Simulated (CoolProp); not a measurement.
The fluid at 293.15 K and 0.338 MPa (gas) is heated at constant pressure to 352.1 K. The same conditions are run with several fluids, on thermodynamics alone (safety and materials aside).

Values from CoolProp's reference Helmholtz-energy equation of state of each fluid (carbonyl sulfide: Lemmon 2006; C2F6 (R116): Lemmon 2006; dry air: Lemmon 2000; R407C: Lemmon 2003; methane: Setzmann 1991). Blends and air are pseudo-pure fits.

Rank carbonyl sulfide, C2F6 (R116), dry air, R407C, methane by heat (kJ/kg), highest first.

methane (136), dry air (59.6), R407C (53.3), C2F6 (R116) (48.4), carbonyl sulfide (43.5)

```csv
fluid,final density (kg/m³)
carbonyl sulfide,7.10
C2F6 (R116),16.3
dry air,3.34
R407C,10.3
methane,1.86
```
